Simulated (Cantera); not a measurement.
A closed system holds: 1 mol CH₃F, 0.037 mol F₂, 2.7 mol H₂, at 477 °C and 1.80 Pa.

Method: chemical equilibrium by Gibbs-energy minimisation in Cantera with the NASA 1993 tables (ideal gas, pure condensed phases). Candidate condensed phases: C, C₆H₆, C₇H₈, C₈H₁₈; 95 gas species. The numbers say what is thermodynamically allowed, not how fast it happens.

Base state: H₂ 0.773, HF 0.227, CH₄ 3.44e-5 (mole fractions); condensed: C(graphite).

### Question
What changes in the equilibrium state with this change: CH₃F replaced by CH₃Cl?

### Answer
```
species            before    after
----------------  -------  -------
H₂                  0.773    0.773
HCl                     0    0.211
HF                  0.227   0.0156
CH₄               3.44e-5  3.44e-5
C(graphite), mol    1.000    1.000
```

### Question
What changes in the equilibrium state with this change: temperature from 477 °C to 3000 °C?

### Answer
```json
[
 {"species": "H", "before": "<1e-9", "after": "0.802"},
 {"species": "F", "before": "<1e-9", "after": "0.101"},
 {"species": "C", "before": "<1e-9", "after": "0.0950"},
 {"species": "H₂", "before": "0.773", "after": "9.96e-5"},
 {"species": "HF", "before": "0.227", "after": "0.00129"},
 {"species": "C₂", "before": "<1e-9", "after": "0.000259"},
 {"species": "CF", "before": "<1e-9", "after": "6.14e-5"},
 {"species": "C(graphite), mol", "before": "1.000", "after": "0"}
]
```
